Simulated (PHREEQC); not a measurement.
Solution (94 °C): 0.0035 mol ZnCl2 and 0.0042 mol H3BO3 per kg of water. Closed to the air; pH follows from the charge balance.

Computed with PHREEQC (ion-association model, phreeqc.dat).

No solid was allowed to form.

Problem. Order these Zn species by the share of Zn that they hold, largest first: Zn+2, ZnOH+, ZnCl+.

Solution. Zn+2 (88 %), ZnCl+ (12 %), ZnOH+ (0.38 %)

The pH is 4.90 and the ionic strength 0.00966 mol/kgw. Away from 25 °C the constants follow the database's enthalpies or fits; those with neither stay at their 25 °C values.
